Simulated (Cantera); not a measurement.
Reactions in the system B-Cl-N-O

Source: NASA polynomial tables (part measured, part estimated), evaluated in Cantera. Values are per mole of reaction as written; species without (g) are pure solids or liquids, kept so even where they would boil at 1 bar. The tables' values for BOCl are old estimates.

5 N2(g) + 6 BOCl(g) ⇌ 4 BN + 6 NO(g) + 2 BCl3(g)

```csv
T (K),ΔH° (kJ),ΔS° (J/K),ΔG° (kJ),log10 K
300,635.8,-478.8,779.4,-135.71
1173,647.1,-471.8,1200.5,-53.46
1198,648.0,-471.0,1212.3,-52.86
1223,648.9,-470.3,1224.0,-52.28
1248,649.7,-469.6,1235.8,-51.72
1273,650.6,-468.9,1247.5,-51.19
1298,651.5,-468.2,1259.2,-50.67
```
